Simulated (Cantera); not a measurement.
# Thermodynamics of carbon deposition, reforming and gasification, feed C2H4 + H2O

Feed: 1 mol C2H4, a varied amount of H2O, at 1148.15 K and 15.0 Pa.

Cantera equilibrium calculation (NASA polynomials, part measured and part estimated; ideal gas, pure solids and liquids). Candidate condensed phases: C, C6H6, C7H8, C8H18, H2O; 110 gas species. Kinetics and transport are ignored.

| n(H2O) (mol) | x H2 | x CO | x H2O | x CO2 | x H | x CH4 | x C2H2 (acetylene) | n C(graphite) |
|---|---|---|---|---|---|---|---|---|
| 0.21 | 0.913 | 0.0868 | 5.70e-7 | 4.58e-8 | 5.61e-6 | 2.97e-6 | 3.40e-8 | 1.79 |
| 0.56 | 0.821 | 0.179 | 1.06e-6 | 1.96e-7 | 5.31e-6 | 2.40e-6 | 3.06e-8 | 1.44 |
| 0.92 | 0.760 | 0.240 | 1.31e-6 | 3.49e-7 | 5.12e-6 | 2.06e-6 | 2.83e-8 | 1.08 |
| 1.3 | 0.717 | 0.283 | 1.46e-6 | 4.86e-7 | 4.97e-6 | 1.83e-6 | 2.67e-8 | 0.700 |
| 1.6 | 0.692 | 0.308 | 1.53e-6 | 5.76e-7 | 4.88e-6 | 1.71e-6 | 2.58e-8 | 0.400 |
| 2 | 0.667 | 0.333 | 1.60e-6 | 6.77e-7 | 4.79e-6 | 1.58e-6 | 2.48e-8 | 0 |
| 2.3 | 0.648 | 0.304 | 0.0341 | 0.0135 | 4.72e-6 | 6.23e-11 | <1e-12 | 0 |
| 2.7 | 0.625 | 0.271 | 0.0765 | 0.0280 | 4.64e-6 | 2.22e-11 | <1e-12 | 0 |
x: gas mole fraction; n: condensed amount in mol.

From 0.21 mol H2O to 1.6 mol H2O the condensed part is C(graphite). From 2 mol H2O to 2.7 mol H2O nothing is condensed. The main C-bearing gas is CO throughout.
